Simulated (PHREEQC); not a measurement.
**Nickel, zinc or cadmium bath: speciation**

Consider water at 25 °C with 0.0061 mol/kgw NiCl2, 0.13 mol/kgw KCl and 0.00017 mol/kgw MnSO4. Closed to the air; pH follows from the charge balance.

The numbers come from PHREEQC with the ion-association model, wateq4f.dat.

Each row changes one thing in this solution. No solid was allowed to form.

```
case                                                  pH  Mn+2 (mol/kgw)  SO4-2 (mol/kgw)  KSO4- (mol/kgw)  MnCl+ (mol/kgw)  MnSO4 (mol/kgw)  SI of Pyrochroite (Mn(OH)2)
--------------------------------------------  ----------  --------------  ---------------  ---------------  ---------------  ---------------  ---------------------------
as made                                             6.28        0.000141         0.000121          3.49e-5          2.81e-5          3.44e-7                        -6.94
NiCl2 replaced by SrCl2 at the same molality        6.95        0.000140         0.000120          3.42e-5          2.82e-5          3.36e-7                        -5.60
NiCl2 left out                                      6.96        0.000142         0.000131          3.91e-5          2.70e-5          4.03e-7                   (withheld)
diluted 100-fold with water                   (withheld)         1.69e-6          1.67e-6          1.29e-8          8.27e-9         3.58e-10                        -7.28
diluted 2-fold with water                     (withheld)         7.54e-5          6.66e-5          1.22e-5          9.28e-6          1.57e-7                        -6.93
```

Problem. Fill in the missing entries.

Solution. 
- NiCl2 left out, SI of Pyrochroite (Mn(OH)2): -5.57
- diluted 100-fold with water, pH: 6.88
- diluted 2-fold with water, pH: 6.38
